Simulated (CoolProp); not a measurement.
Computed with CoolProp (reference Helmholtz-energy equation of state, McLinden 2015).

Question: For the fluoroketone C6F12O (FK-5-1-12), give the phase and the Z, speed of sound (m/s), Joule-Thomson coefficient (K/MPa), isothermal compressibility (1/MPa) at 389.8 K and 36.5 bar; 417.2 K and 36.5 bar.

Answer: 
- 389.8 K and 36.5 bar: liquid; Z 0.270, speed of sound 285, Joule-Thomson coefficient 0.107, isothermal compressibility 0.0116
- 417.2 K and 36.5 bar: liquid; Z 0.277, speed of sound 217, Joule-Thomson coefficient 0.464, isothermal compressibility 0.0223
